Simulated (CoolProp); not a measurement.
A single-stage vapour-compression cycle with hydrogen chloride: evaporating at 236.15 K (dew point), condensing at 293.15 K (bubble point), superheat 2 K, subcooling 2 K, compressor efficiency 0.65, no pressure losses. Each further row changes one setting.

Computed with CoolProp (reference Helmholtz-energy equation of state, Thol 2018).

| case | cooling COP | pressure ratio | discharge temperature (K) | refrigerating effect (kJ/kg) | volumetric capacity (kJ/m³) |
|---|---|---|---|---|---|
| as stated | 1.87 | 4.97 | 428.4 | 277 | 4920 |
| evaporating temperature 241.15 K | ___ | 4.19 | 409.7 | 278 | ___ |
| condensing temperature 288.15 K | 2.13 | 4.42 | 410.9 | 288 | 5120 |
| subcooling 7 K | 1.95 | 4.97 | 428.4 | 289 | 5130 |
| superheat 12 K | 1.82 | 4.97 | 450.8 | 288 | ___ |
| compressor efficiency 0.55 | 1.58 | 4.97 | 458.1 | 277 | 4920 |

Q: Complete the blanks.

A: 
- evaporating temperature 241.15 K, cooling COP: 2.14
- evaporating temperature 241.15 K, volumetric capacity (kJ/m³): 5830
- superheat 12 K, volumetric capacity (kJ/m³): 4810
